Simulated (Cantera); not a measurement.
Cantera run:

```python
import numpy as np
import cantera as ct

gas_names = """
    B BCL BCL2 BCL3 BH BH2 BH3 BN B2 CL CL2 H HCL H2 N NH NH2 NH3 N2 N2H2 N2H4
""".split()
cond_names = """
    B(b) B(L) BN(s) NH4CL(a) NH4CL(b)
""".split()


# ... load() reads the species with a 1 bar reference pressure and builds the phases ...
atoms = {
    'B': {'B': 1},
    'HCl': {'H': 1, 'CL': 1},
    'N2': {'N': 2},
}
top_T = {'BN(s)': 3200}  # K; cautious upper limits of use, not melting points


# ... equilibrate(T, P, feed) seeds the gas with the atoms and calls Mixture.equilibrate('TP', solver="vcs", rtol=1e-11, max_steps=5000) ...
results = []
feed = {'B': 1, 'HCl': 0.087, 'N2': 0.1}  # mol
T = 798  # K
P = 2100  # Pa
mix = equilibrate(T, P, feed)
results.append((T, P, feed, dict(zip(mix.species_names, mix.species_moles))))
print(gas.report(threshold=1e-06))
for i in range(1, mix.n_phases):
    print(f"{mix.phase(i).name:16s} {mix.phase_moles(i):12.5e} mol")
```

Output:

```
       temperature   798 K
          pressure   2100 Pa
           density   0.015064 kg/m^3
  mean mol. weight   47.595 kg/kmol
   phase of matter   gas

                          1 kg             1 kmol
                     ---------------   ---------------
          enthalpy       -2.8444e+06       -1.3538e+08  J
   internal energy       -2.9838e+06       -1.4202e+08  J
           entropy            5836.7         2.778e+05  J/K
    Gibbs function       -7.5021e+06       -3.5706e+08  J
 heat capacity c_p            1013.9             48258  J/K
 heat capacity c_v            839.24             39944  J/K

                      mass frac. Y      mole frac. X     chem. pot. / RT
                     ---------------   ---------------   ---------------
              BCL3           0.94407           0.38352           -103.43
               HCL          0.031563          0.041205           -44.705
                H2          0.024367           0.57528           -21.391
     [  +18 minor]        1.4891e-08        9.1289e-09

B(b)              7.72003e-01 mol
BN(s)             2.00000e-01 mol
```

These are equilibrium values from Cantera (NASA tables, ideal gas, pure condensed phases), not measurements of a reactor. N2 is the only nitrogen source here; it is nearly inert below about 1500 K, so the nitride shown seldom forms there in practice. Gases not in the tables: BHCl2.
